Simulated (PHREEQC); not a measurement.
A solution holds 0.24 mmol/kgw KOH, 1.2 mmol/kgw K2SiO3 and 0.98 mmol/kgw (CH3)4NCl, at 25 °C. Closed to the air; pH follows from the charge balance.

Equilibrium calculation in PHREEQC: ion-association model, wateq4f.dat.

No solid was allowed to form.

Order these Si species by the share of Si that they hold, largest first: H3SiO4-, H2SiO4-2, H4SiO4.

H3SiO4- (95 %), H4SiO4 (4.3 %), H2SiO4-2 (1.1 %)

The pH is 11.14 and the ionic strength 0.00363 mol/kgw. Species that the database lacks are ignored. (CH3)4N+ isn't in the database: it is added as a free cation with an ion size of 4 Å.
